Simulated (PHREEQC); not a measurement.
Make-up at 25 °C: 0.0041 mol/kgw ZnSO4, 0.0033 mol/kgw CuCl2, 0.38 mol/kgw NaF and 0.016 mol/kgw NaCl. Closed to the air; pH follows from the charge balance.

Model: ion-association model, wateq4f.dat, run in PHREEQC.

No solid was allowed to form.

Problem. Order these S species by the share of S that they hold, largest first: ZnSO4, NaSO4-, CuSO4, SO4-2.

Solution. SO4-2 (68 %), NaSO4- (29 %), ZnSO4 (1.7 %), CuSO4 (0.94 %)

The pH is 6.41 and the ionic strength 0.380 mol/kgw. The solution is supersaturated, for example in Atacamite, Brochantite, so a real one may precipitate; this is no full list.
